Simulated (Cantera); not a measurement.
Cantera run, input and output.

```python
import numpy as np
import cantera as ct

gas = ct.Solution("SiF4_NH3_mec.yaml", "gas")
gas.TPX = 1750, 101325, {'NH3': 1, 'H2': 0.21}
reactor = ct.IdealGasConstPressureReactor(gas, energy="off", clone=False)
net = ct.ReactorNet([reactor])
net.rtol, net.atol = 1e-08, 1e-18
show = ['NH3', 'H2', 'N', 'H', 'N2H2', 'NH']
times = np.geomspace(0.0004, 2, 12)

steps = ct.SolutionArray(gas, extra=["t"])
rows = []
print(f"{'t/s':>10s}{'T/K':>9s}{'P/Pa':>11s}" + "".join(f"{s:>11s}" for s in show))
for t in times:
    while net.time < t:
        t_next = net.step()
        steps.append(gas.state, t=t_next)
    rows.append([np.interp(t, steps.t, y) for y in (steps.T, steps.P, *steps(*show).X.T)])
    print(f"{t:10.3e}{rows[-1][0]:9.1f}{rows[-1][1]:11.4g}" + "".join(f"{x:11.3e}" for x in rows[-1][2:]))
rate = np.gradient(steps.T, steps.t)
print("integrator steps:", len(steps.t))
if steps.T.max() > steps.T[0] + 200:
    print(f"time of steepest temperature rise: {steps.t[rate.argmax()]:.4e} s")
gas.TPX = 1750, 101325, {'NH3': 1, 'H2': 0.21}
gas.equilibrate("TP")
print(f"equilibrium (TP): T = {gas.T:.1f} K  " + "  ".join(f"{s} {gas[s].X[0]:.3e}" for s in show))
```

It prints:

```
       t/s      T/K       P/Pa        NH3         H2          N          H       N2H2         NH
 4.000e-04   1750.0  1.013e+05  8.260e-01  1.737e-01  2.169e-08  1.762e-05  1.007e-06  1.036e-06
 8.676e-04   1750.0  1.013e+05  8.253e-01  1.742e-01  3.487e-08  2.103e-05  1.498e-06  1.440e-06
 1.882e-03   1750.0  1.013e+05  8.239e-01  1.752e-01  3.571e-08  2.133e-05  1.520e-06  1.462e-06
 4.082e-03   1750.0  1.013e+05  8.208e-01  1.775e-01  3.586e-08  2.163e-05  1.510e-06  1.462e-06
 8.854e-03   1750.0  1.013e+05  8.141e-01  1.823e-01  3.619e-08  2.227e-05  1.486e-06  1.462e-06
 1.920e-02   1750.0  1.013e+05  7.999e-01  1.926e-01  3.683e-08  2.364e-05  1.438e-06  1.461e-06
 4.166e-02   1750.0  1.013e+05  7.705e-01  2.140e-01  3.802e-08  2.654e-05  1.342e-06  1.456e-06
 9.035e-02   1750.0  1.013e+05  7.124e-01  2.562e-01  3.990e-08  3.249e-05  1.165e-06  1.439e-06
 1.960e-01   1750.0  1.013e+05  6.083e-01  3.318e-01  4.210e-08  4.407e-05  8.862e-07  1.385e-06
 4.251e-01   1750.0  1.013e+05  4.517e-01  4.455e-01  4.337e-08  6.452e-05  5.445e-07  1.254e-06
 9.221e-01   1750.0  1.013e+05  2.718e-01  5.762e-01  4.133e-08  9.564e-05  2.463e-07  1.010e-06
 2.000e+00   1750.0  1.013e+05  1.272e-01  6.812e-01  3.328e-08  1.341e-04  7.535e-08  6.730e-07
integrator steps: 782
equilibrium (TP): T = 1750.0 K  NH3 1.056e-05  H2 7.736e-01  N 6.894e-12  H 2.046e-04  N2H2 8.791e-14  NH 1.020e-10
```

Computed with Cantera and the gas-phase N/H chemistry of the illustrative SiF4/NH3 mechanism in the Surface Chemkin manual (1991). Walls and surfaces, which speed up NH3 decomposition in real reactors, are not modelled.
